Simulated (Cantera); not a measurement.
Charge: 1 mol MgCO3, 0.078 mol H2S, 0.11 mol H2O, equilibrated at 16000 Pa.

Method: chemical equilibrium by Gibbs-energy minimisation in Cantera with the NASA 1993 tables (ideal gas, pure condensed phases). Candidate condensed phases: C, C6H6, C7H8, C8H18, H2O, H2SO4, Mg, MgCO3, MgO, Mg(OH)2, MgS, MgSO4, S; 130 gas species. Gases not in the tables: S3 to S7. Equilibrium is a limit: real reactors are often held back by kinetics, nucleation or transport. All values below are at 450 °C.

Base state: CO2 0.838, H2O 0.0957, H2S 0.0617, COS 0.00241, CO 0.000799, S2 0.000708, H2 0.000699, SO2 2.61e-5 (mole fractions); condensed: MgO(s).

### Question
What changes in the equilibrium state with this change: H2S from 0.078 to 0.36 mol?

### Answer
```json
[
 {"species": "CO2", "before": "0.838", "after": "0.669"},
 {"species": "H2S", "before": "0.0617", "after": "0.233"},
 {"species": "H2O", "before": "0.0957", "after": "0.0847"},
 {"species": "CS2", "before": "1.67e-6", "after": "2.41e-5"},
 {"species": "SO2", "before": "2.61e-5", "after": "5.41e-6"},
 {"species": "MgO(s), mol", "before": "1.00", "after": "1.00"}
]
```
